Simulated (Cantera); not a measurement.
Source: NASA polynomial tables (part measured, part estimated), evaluated in Cantera. Values are per mole of reaction as written; species without (g) are pure solids or liquids, kept so even where they would boil at 1 bar.

Task: Between 300 and 1050 K, where is each reaction favourable under standard conditions?
- 3 N2O(g) + CrO3(g) → Cr + 6 NO(g)

Result: 
- 3 N2O(g) + CrO3(g) → Cr + 6 NO(g): ΔG° is 487 kJ at 300 K and 211 kJ at 1050 K; it stays positive (K < 1). ΔH° is 595 kJ and ΔS° 366 J/K at 1050 K.
